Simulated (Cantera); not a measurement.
An adiabatic, constant-volume homogeneous reactor starts with 37.0 % CO, 1.85 % H2, 1.66 % CH4, 10.4 % O2, 38.8 % N2, 10.4 % CO2, at 1725 K and 12.8 atm.

Cantera simulation using GRI-Mech 3.0 (53 species, 325 reactions); the numbers are that mechanism's predictions, not measurements. The pressure lies above the range GRI-Mech 3.0 was tuned for (to about 10 atm). Above 3000 K some thermodynamic fits are extrapolated.

Q: Predict: time of steepest temperature rise; temperature at 0.200 s; equilibrium temperature; x(CO) at 0.200 s; x(H2) at 0.200 s; x(OH) at 0.200 s; x(H) at 0.200 s; x(H2O2) at 0.200 s; x(O) at 0.200 s.

A: 
```json
{
  "time_of_steepest_temperature_rise": "4.21 µs",
  "temperature at 0.200 s": "3037 K",
  "equilibrium_temperature": "3037 K",
  "x(CO) at 0.200 s": "0.276 (gas-phase equilibrium 0.276)",
  "x(H2) at 0.200 s": "0.00657 (gas-phase equilibrium 0.00657)",
  "x(OH) at 0.200 s": "0.00697 (gas-phase equilibrium 0.00697)",
  "x(H) at 0.200 s": "0.00310 (gas-phase equilibrium 0.00310)",
  "x(H2O2) at 0.200 s": "2.66e-7 (gas-phase equilibrium 2.66e-7)",
  "x(O) at 0.200 s": "0.00201 (gas-phase equilibrium 0.00201)"
}
```
